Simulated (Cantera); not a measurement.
An isothermal, constant-pressure homogeneous reactor starts with H2 : O2 : N2 = 1.8 : 1 : 2 (molar parts), equivalence ratio 0.90, at 823 K and 0.661 atm. Integrator tolerance rtol = 1e-08.

Computed with Cantera and GRI-Mech 3.0 (53 species, 325 reactions). Below about 950 K walls govern HO2 and H2O2 in real vessels. The temperature is held fixed by assumption; the heat of reaction is taken as removed at once.

Question: What does this change do: temperature 823 to 1200 K?

Answer: 
```json
[
 {"quantity": "x(H2) at 80.0 s", "before": "0.156 (gas-phase equilibrium <1e-12)", "after": "4.50e-8 (gas-phase equilibrium 4.51e-8)"},
 {"quantity": "x(O2) at 80.0 s", "before": "0.101 (gas-phase equilibrium 0.0256)", "after": "0.0256 (gas-phase equilibrium 0.0256)"},
 {"quantity": "x(OH) at 80.0 s", "before": "2.31e-9 (gas-phase equilibrium 2.43e-9)", "after": "4.21e-6 (gas-phase equilibrium 4.21e-6)"},
 {"quantity": "x(NO) at 80.0 s", "before": "<1e-12 (gas-phase equilibrium 8.34e-7)", "after": "6.36e-6 (gas-phase equilibrium 5.54e-5)"},
 {"quantity": "x(H2O2) at 80.0 s", "before": "0.000772 (gas-phase equilibrium 1.09e-11)", "after": "1.45e-9 (gas-phase equilibrium 1.45e-9)"}
]
```

Question: What does this change do: temperature 823 to 1050 K?

Answer: 
```csv
quantity,before,after
x(H2) at 80.0 s,0.156 (gas-phase equilibrium <1e-12),1.28e-9 (gas-phase equilibrium 1.28e-9)
x(O2) at 80.0 s,0.101 (gas-phase equilibrium 0.0256),0.0256 (gas-phase equilibrium 0.0256)
x(OH) at 80.0 s,2.31e-9 (gas-phase equilibrium 2.43e-9),4.12e-7 (gas-phase equilibrium 4.11e-7)
x(NO) at 80.0 s,<1e-12 (gas-phase equilibrium 8.34e-7),1.05e-6 (gas-phase equilibrium 1.50e-5)
x(H2O2) at 80.0 s,0.000772 (gas-phase equilibrium 1.09e-11),3.15e-10 (gas-phase equilibrium 3.14e-10)
```
